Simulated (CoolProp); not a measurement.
A simple Rankine cycle with R1336mzz(E): condensing at 291.15 K, boiler at 1.28 MPa, turbine inlet 370.9 K, turbine efficiency 0.8, pump efficiency 0.6, no recuperator. Each further row changes one setting.

Model: reference Helmholtz-energy equation of state, Akasaka 2023, in CoolProp.

| case | thermal efficiency (%) | net work (kJ/kg) | heat in (kJ/kg) | turbine exit temperature (K) | volume ratio over the turbine |
|---|---|---|---|---|---|
| as stated | 12.2 | ___ | 198 | ___ | 9.83 |
| turbine inlet 390.9 K | 12.1 | 26.6 | 219 | ___ | 9.21 |
| condensing temperature 283.15 K | ___ | 27.8 | 208 | 316.1 | 13.3 |
| boiler pressure 0.896 MPa | 10.6 | 21.8 | 206 | ___ | 6.28 |
| turbine efficiency 0.7 | 10.6 | 20.9 | 198 | 325.0 | 9.96 |

Problem. Complete the blanks.

Solution. 
- as stated, net work (kJ/kg): 24.1
- as stated, turbine exit temperature (K): 321.3
- turbine inlet 390.9 K, turbine exit temperature (K): 343.1
- condensing temperature 283.15 K, thermal efficiency (%): 13.4
- boiler pressure 0.896 MPa, turbine exit temperature (K): 333.1
